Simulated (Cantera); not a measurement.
An adiabatic, constant-volume homogeneous reactor starts with CH3OH : O2 : N2 = 1 : 2.42 : 29 (molar parts), at 1398 K and 10.0 bar. Integrator tolerance rtol = 1e-08.

Cantera simulation using GRI-Mech 3.0 (53 species, 325 reactions); the numbers are that mechanism's predictions, not measurements. GRI-Mech 3.0 was tuned for natural gas; its chemistry of methanol as a main component is partial and can be far from experiment.

Task: What does this change do: O2 2.42 to 0.74 parts?

Result: 
| quantity | before | after |
|---|---|---|
| time of steepest temperature rise | 0.153 ms | 0.176 ms |
| temperature at 3.00 s | 2100 K | 1728 K |
| equilibrium temperature | 2100 K | 1728 K |
| x(CH3OH) at 3.00 s | <1e-12 (gas-phase equilibrium <1e-12) | <1e-12 (gas-phase equilibrium <1e-12) |
| x(O2) at 3.00 s | 0.0260 (gas-phase equilibrium 0.0260) | 1.22e-10 (gas-phase equilibrium 1.22e-10) |
| x(CH2) at 3.00 s | <1e-12 (gas-phase equilibrium <1e-12) | <1e-12 (gas-phase equilibrium <1e-12) |
| x(CO) at 3.00 s | 0.000141 (gas-phase equilibrium 0.000141) | 0.0221 (gas-phase equilibrium 0.0221) |
| x(C2H) at 3.00 s | <1e-12 (gas-phase equilibrium <1e-12) | <1e-12 (gas-phase equilibrium <1e-12) |
| x(NO) at 3.00 s | 0.00371 (gas-phase equilibrium 0.00371) | 9.72e-8 (gas-phase equilibrium 8.36e-8) |
| x(NO2) at 3.00 s | 7.48e-6 (gas-phase equilibrium 7.48e-6) | <1e-12 (gas-phase equilibrium <1e-12) |

Task: What does this change do: N2 29 to 15 parts?

Result: 
```tsv
quantity	before	after
time of steepest temperature rise	0.153 ms	0.117 ms
temperature at 3.00 s	2100 K	2495 K
equilibrium temperature	2100 K	2495 K
x(CH3OH) at 3.00 s	<1e-12 (gas-phase equilibrium <1e-12)	<1e-12 (gas-phase equilibrium <1e-12)
x(O2) at 3.00 s	0.0260 (gas-phase equilibrium 0.0260)	0.0432 (gas-phase equilibrium 0.0432)
x(CH2) at 3.00 s	<1e-12 (gas-phase equilibrium <1e-12)	<1e-12 (gas-phase equilibrium <1e-12)
x(CO) at 3.00 s	0.000141 (gas-phase equilibrium 0.000141)	0.00205 (gas-phase equilibrium 0.00205)
x(C2H) at 3.00 s	<1e-12 (gas-phase equilibrium <1e-12)	<1e-12 (gas-phase equilibrium <1e-12)
x(NO) at 3.00 s	0.00371 (gas-phase equilibrium 0.00371)	0.0104 (gas-phase equilibrium 0.0104)
x(NO2) at 3.00 s	7.48e-6 (gas-phase equilibrium 7.48e-6)	1.80e-5 (gas-phase equilibrium 1.80e-5)
```
